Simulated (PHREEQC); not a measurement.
Solution (20 °C): 0.27 mol/kgw RbOH, 0.00048 mol/kgw KHSO4 and 0.0003 mol/kgw NH4HS. Closed to the air; pH follows from the charge balance.

All values are PHREEQC results (ion-association model, wateq4f.dat), not measurements.

This is a speciation only: nothing precipitates in the calculation.

### Question
Predict the pH, activity of water.

### Answer
pH 13.44; activity of water 0.991.

The database's pK near 12.9 for HS-/S-2 is now thought far too low, so its S-2 is overstated. The polysulfide entries of wateq4f.dat were taken out for this run.
